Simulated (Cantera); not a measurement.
A Cantera script and what it prints.

```python
import numpy as np
import cantera as ct

gas_names = [...]  # 118 gases of nasa_gas.yaml made of C, Cl, F, H
cond_names = """
    C(gr) C6H6(L) C7H8(L) C8H18(L),n-octa
""".split()


# ... load() reads the species with a 1 bar reference pressure and builds the phases ...
atoms = {
    'c-C4F8': {'C': 4, 'F': 8},
    'HCl': {'H': 1, 'CL': 1},
    'H2': {'H': 2},
}
top_T = {'C(gr)': 4500}  # K; cautious upper limits of use, not melting points


# ... equilibrate(T, P, feed) seeds the gas with the atoms and calls Mixture.equilibrate('TP', solver="vcs", rtol=1e-11, max_steps=5000) ...
results = []
feed = {'c-C4F8': 1, 'HCl': 1.3, 'H2': 14}  # mol
P = 270  # Pa
for T in [1075, 1225, 1375, 1525, 1675, 1825, 1975, 2125, 2275, 2425, 2575, 2725]:
    mix = equilibrate(T, P, feed)
    results.append((T, P, feed, dict(zip(mix.species_names, mix.species_moles))))

top = {s: max(r[3][s] / sum(r[3][g] for g in gas_names) for r in results) for s in gas_names}
cols = sorted((s for s in top if top[s] > 1e-05), key=lambda s: -top[s])[:5]
seen = [c for c in cond_names if any(r[3].get(c, 0) > 1e-12 for r in results)]
print("log10 of partial pressures in bar; condensed amounts in mol")
print(f"{'T/K':>10s}" + "".join(f"{s[:9]:>10s}" for s in cols + seen))
for T, P, feed, n in results:
    ng = sum(n[g] for g in gas_names)
    print(f"{T:10.4g}" + "".join(f"{np.log10(max(n[s] / ng * P / 1e5, 1e-99)):10.3f}" for s in cols)
          + "".join(f"{n.get(c, 0):10.4g}" for c in seen))
```

Result:

```
log10 of partial pressures in bar; condensed amounts in mol
       T/K        H2         H        HF       HCL        CL     C(gr)
      1075    -2.854    -9.261    -2.951    -3.740   -10.190     3.999
      1225    -2.854    -7.933    -2.951    -3.740    -8.885         4
      1375    -2.854    -6.892    -2.951    -3.740    -7.860         4
      1525    -2.854    -6.053    -2.951    -3.741    -7.035         4
      1675    -2.855    -5.363    -2.951    -3.742    -6.357     3.999
      1825    -2.858    -4.785    -2.953    -3.746    -5.790     3.996
      1975    -2.866    -4.297    -2.956    -3.757    -5.314     3.987
      2125    -2.886    -3.883    -2.963    -3.783    -4.914     3.968
      2275    -2.928    -3.535    -2.978    -3.838    -4.586      3.93
      2425    -3.010    -3.252    -3.003    -3.941    -4.331     3.867
      2575    -3.151    -3.036    -3.041    -4.111    -4.150     3.747
      2725    -3.372    -2.891    -3.089    -4.365    -4.042     3.294
```

Equilibrium computed with Cantera from the NASA thermochemical tables; the gas is ideal and each condensed phase is pure. The feed counts by its element totals alone.
